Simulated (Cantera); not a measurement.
Feed: 1 mol SiO2, 0.64 mol SiCl4, 7.7 mol O2, a varied amount of HF, at 1475 °C and 0.650 bar.

Method: chemical equilibrium by Gibbs-energy minimisation in Cantera with the NASA 1993 tables (ideal gas, pure condensed phases). Candidate condensed phases: H2O, Si, SiO2; 52 gas species. The tables hold silica as quartz up to 1696 K and as liquid above; real silica turns to tridymite and cristobalite and melts near 1996 K. Gases not in the tables: Si(OH)4. Kinetics and transport are ignored.

x: gas mole fraction; n: condensed amount in mol.

```csv
n(HF) (mol),x O2,x HF,x HCl,x H2O,x SiF4,x Cl,x Cl2,n SiO2(condensed)
1.7,0.706,0.0612,0.0981,0.00240,0.0257,0.0630,0.0427,?
2.7,0.656,0.103,0.124,0.00596,0.0340,0.0496,0.0264,?
4.3,0.587,0.169,0.139,0.0143,0.0420,0.0349,0.0131,?
6.9,0.499,0.257,0.135,0.0307,0.0493,0.0223,0.00535,?
11,0.401,0.354,0.117,0.0543,0.0566,0.0137,0.00203,?
18,0.301,0.451,0.0913,0.0828,0.0643,0.00807,0.000700,?
28,0.216,0.606,0.0652,0.0599,0.0463,0.00624,0.000419,?
```

What belongs in the gaps?


- 1.7, n SiO2(condensed): 1.37
- 2.7, n SiO2(condensed): 1.26
- 4.3, n SiO2(condensed): 1.10
- 6.9, n SiO2(condensed): 0.892
- 11, n SiO2(condensed): 0.568
- 18, n SiO2(condensed): 0.00608
- 28, n SiO2(condensed): 0
